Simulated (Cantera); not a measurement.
Charge: 1 mol borazine, 0.62 mol O₂, 0.36 mol N₂.

These are equilibrium values from Cantera (NASA tables, ideal gas, pure condensed phases), not measurements of a reactor. Candidate condensed phases: B, BN, B₂O₃, B₃O₃H₃, H₂O; 39 gas species. The feed counts by its element totals alone. Mutual solubility and eutectic melting of coexisting phases are not modelled. The numbers say what is thermodynamically allowed, not how fast it happens.

Stable condensed phases, one row left out:

```
T in K \ P in Pa
             10     37    140    520   1900   7200  27000 100000
   2350       A      B      B      B      B      C      C      C
   2150       B      B      B      C      C      C      C      C
   1950       B      C      C      C      C      C      C      D
   1750       C      C      C      C      C      D      D      D
   1350       D      D      D      D      D      D      D      D
   1150       D      D      D      D      D      D      D      D
    950       D      D      D      D      D      D      D      D
    750       D      D      D      D      D      D      D      D
```

A: gas only; B: B; C: BN; D: BN + B₂O₃.

Q: Give the row for 1550 K.

A: 10: BN; 37: BN; 140: BN + B₂O₃; 520: BN + B₂O₃; 1900: BN + B₂O₃; 7200: BN + B₂O₃; 27000: BN + B₂O₃; 100000: BN + B₂O₃.
